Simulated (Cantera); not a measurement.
Ignition delay

Mixture: 5.16 % CH4, 19.9 % O2, 74.8 % N2, 0.144 % H2, at 315 Torr, adiabatic and at constant pressure. Ignition delay is the time to a rise of 400 K.

Detailed kinetics in Cantera: GRI-Mech 3.0 (53 species, 325 reactions).

| T0 (K) | delay (ms) |
|---|---|
| 1198 | 48.7 |
| 1298 | 13.1 |
| 1398 | 4.27 |
| 1498 | 1.71 |
| 1598 | 0.800 |
| 1698 | 0.418 |
| 1798 | 0.236 |
| 1898 | 0.142 |
| 1998 | 0.0900 |

```yaml
apparent activation energy between 1798 and 1998 K: 140 kJ/mol
```
